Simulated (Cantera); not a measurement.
# Hydrocarbon pyrolysis for carbon deposition

A perfectly stirred reactor is fed with CH₄ : H₂ : N₂ = 1 : 1.3 : 0.035 (molar parts), at 12.8 Torr; it is held at 1998 K, and followed from long to short residence time.

Detailed kinetics in Cantera: GRI-Mech 3.0 (53 species, 325 reactions). GRI-Mech 3.0 stops at C3 and has no aromatics, soot or wall deposition, so with more carbon than oxygen in the feed, carbon stays in small species such as C2H2 where larger ones or solid carbon would form. Radical loss at walls, strong at low pressure, is not modelled.

```tsv
τ (s)	x CH₄	x H₂	x CH₃	x C₂H₄	x C₂H₂	x C₂H
4.8	0.00254	0.829	0.000539	2.06e-5	0.148	2.96e-5
1.9	0.00507	0.829	0.000908	3.15e-5	0.147	2.49e-5
0.76	0.0101	0.826	0.00151	6.16e-5	0.145	2.05e-5
0.30	0.0198	0.820	0.00247	0.000146	0.141	1.68e-5
0.12	0.0364	0.809	0.00394	0.000369	0.135	1.39e-5
0.049	0.0632	0.791	0.00603	0.000903	0.124	1.14e-5
0.019	0.107	0.760	0.00908	0.00220	0.106	8.71e-6
0.0077	0.170	0.717	0.0126	0.00460	0.0807	5.88e-6
0.0031	0.257	0.658	0.0154	0.00778	0.0464	2.82e-6
```
x: mole fraction; the columns are a selection and need not sum to one.
